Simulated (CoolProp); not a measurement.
Vapour-liquid equilibrium of CH2F2 (R32) (1) + R227EA (2) at -67.85 °C; x and y are mole fractions of (1).

Values from CoolProp's multi-fluid Helmholtz-energy mixture model, Tillner-Roth 1997 and Lemmon 2016; pair parameters Bell 2016.

Q: Give the bubble pressure and the first vapour's composition at x = 0.2, 0.35, 0.8. Is there an azeotrope?

A: x = 0.2: 0.01664 MPa, y = 0.734; x = 0.35: 0.02363 MPa, y = 0.842; x = 0.8: 0.03617 MPa, y = 0.950. No azeotrope shows between x = 0.05 and 0.95.

The pair parameters rest on a limited set of measurements; away from them the model extrapolates.
